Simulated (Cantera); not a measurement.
**Premixed flame**

A freely propagating, adiabatic, planar premixed flame of 6.33 % CH₄, 2.85 % C₂H₆, 0.399 % C₃H₈, 18.9 % O₂, 71.5 % N₂, unburnt at 598 K and 240000 Pa; mixture-averaged transport, grid criteria slope 0.08 and curve 0.16, no radiation.

Computed with Cantera and GRI-Mech 3.0 (53 species, 325 reactions). Burning velocities carry a grid error of a few per cent, more on coarse grids.

```json
[
 {"z (mm)": "-0.509", "T (K)": "598", "u (m/s)": "0.884", "x CH₄": "0.0631", "x C₂H₆": "0.0284", "x C₃H₈": "0.00398", "x CO": "9.72e-6", "x CH₂": "<1e-8", "x H": "<1e-8"},
 {"z (mm)": "-0.340", "T (K)": "603", "u (m/s)": "0.894", "x CH₄": "0.0626", "x C₂H₆": "0.0283", "x C₃H₈": "0.00396", "x CO": "0.000141", "x CH₂": "<1e-8", "x H": "<1e-8"},
 {"z (mm)": "-0.255", "T (K)": "616", "u (m/s)": "0.919", "x CH₄": "0.0617", "x C₂H₆": "0.0280", "x C₃H₈": "0.00394", "x CO": "0.000555", "x CH₂": "<1e-8", "x H": "<1e-8"},
 {"z (mm)": "-0.170", "T (K)": "707", "u (m/s)": "1.07", "x CH₄": "0.0578", "x C₂H₆": "0.0268", "x C₃H₈": "0.00383", "x CO": "0.00382", "x CH₂": "<1e-8", "x H": "1.30e-7"},
 {"z (mm)": "-0.0849", "T (K)": "1147", "u (m/s)": "1.78", "x CH₄": "0.0413", "x C₂H₆": "0.0173", "x C₃H₈": "0.00259", "x CO": "0.0244", "x CH₂": "1.55e-7", "x H": "4.38e-5"},
 {"z (mm)": "-0.0424", "T (K)": "1549", "u (m/s)": "2.46", "x CH₄": "0.0250", "x C₂H₆": "0.00641", "x C₃H₈": "0.000764", "x CO": "0.0485", "x CH₂": "8.91e-6", "x H": "0.000502"},
 {"z (mm)": "0", "T (K)": "1912", "u (m/s)": "3.07", "x CH₄": "0.00811", "x C₂H₆": "0.000386", "x C₃H₈": "1.26e-5", "x CO": "0.0727", "x CH₂": "8.08e-5", "x H": "0.00279"},
 {"z (mm)": "0.0424", "T (K)": "2092", "u (m/s)": "3.37", "x CH₄": "0.00121", "x C₂H₆": "3.76e-6", "x C₃H₈": "<1e-8", "x CO": "0.0800", "x CH₂": "6.64e-5", "x H": "0.00585"},
 {"z (mm)": "0.0849", "T (K)": "2148", "u (m/s)": "3.45", "x CH₄": "0.000129", "x C₂H₆": "3.92e-8", "x C₃H₈": "<1e-8", "x CO": "0.0767", "x CH₂": "1.44e-5", "x H": "0.00750"},
 {"z (mm)": "0.170", "T (K)": "2181", "u (m/s)": "3.49", "x CH₄": "1.86e-6", "x C₂H₆": "<1e-8", "x C₃H₈": "<1e-8", "x CO": "0.0705", "x CH₂": "3.20e-7", "x H": "0.00771"},
 {"z (mm)": "0.340", "T (K)": "2211", "u (m/s)": "3.53", "x CH₄": "<1e-8", "x C₂H₆": "<1e-8", "x C₃H₈": "<1e-8", "x CO": "0.0680", "x CH₂": "<1e-8", "x H": "0.00634"},
 {"z (mm)": "0.679", "T (K)": "2241", "u (m/s)": "3.57", "x CH₄": "<1e-8", "x C₂H₆": "<1e-8", "x C₃H₈": "<1e-8", "x CO": "0.0679", "x CH₂": "<1e-8", "x H": "0.00452"},
 {"z (mm)": "1.36", "T (K)": "2265", "u (m/s)": "3.61", "x CH₄": "<1e-8", "x C₂H₆": "<1e-8", "x C₃H₈": "<1e-8", "x CO": "0.0681", "x CH₂": "<1e-8", "x H": "0.00291"}
]
```
x: mole fraction of selected species; z is measured from the peak of heat release.

```
Item                          Value
------------------------  ---------
laminar burning velocity  88.1 cm/s
thermal thickness          0.170 mm
peak x(CO)                   0.0800
peak x(CH₂)                 9.46e-5
peak x(H)                   0.00788
grid points                     147
```
